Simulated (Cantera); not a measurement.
A perfectly stirred reactor is fed with 14.7 % H2, 8.85 % O2, 76.1 % N2, 0.353 % NO, at 100000 Pa; it is adiabatic with a 525 K inlet, and is followed from long to short residence time, starting on the burning branch (τ in s: 0.21, 0.087, 0.035, 0.014, 0.0059, 0.0024, 0.00099, 0.0004, 0.00016, 6.7e-05, 2.8e-05).

Detailed kinetics in Cantera: GRI-Mech 3.0 (53 species, 325 reactions). The mechanism lacks 2 NO + O2 → 2 NO2 and HONO, so NO2 and the effect of NO are under-described below about 1400 K.

x: mole fraction; the columns are a selection and need not sum to one.

```
τ (s)    T (K)      x H2    x O2     x NO  x H2O2    x N2O       x H
-------  -----  --------  ------  -------  ------  -------  --------
0.21      1644  0.000330  0.0162  0.00372     [?]  4.94e-7   3.12e-5
0.087     1640  0.000595  0.0162  0.00371     [?]  6.32e-7   7.63e-5
0.035     1634   0.00108  0.0164  0.00369     [?]  7.13e-7  0.000190
0.014     1623   0.00193  0.0167  0.00369     [?]  7.11e-7  0.000463
0.0059    1605   0.00321  0.0172  0.00370     [?]  6.49e-7   0.00103
0.0024    1574   0.00522  0.0181  0.00371     [?]  5.59e-7   0.00225
0.00099   1527   0.00801  0.0195  0.00372     [?]  4.78e-7   0.00450
0.00040   1456    0.0119  0.0219  0.00372     [?]  4.23e-7   0.00829
0.00016   1355    0.0187  0.0262  0.00370     [?]  4.16e-7    0.0134
6.7e-5    1165    0.0468  0.0408  0.00366     [?]  6.87e-7    0.0131
2.8e-5     525     0.147  0.0885  0.00353  <1e-12   <1e-12    <1e-12
```

Question: Complete the blanks.

Answer: 
- 0.21, x H2O2: 8.88e-8
- 0.087, x H2O2: 1.36e-7
- 0.035, x H2O2: 2.06e-7
- 0.014, x H2O2: 3.08e-7
- 0.0059, x H2O2: 4.51e-7
- 0.0024, x H2O2: 6.83e-7
- 0.00099, x H2O2: 1.07e-6
- 0.00040, x H2O2: 1.72e-6
- 0.00016, x H2O2: 2.65e-6
- 6.7e-5, x H2O2: 3.11e-6
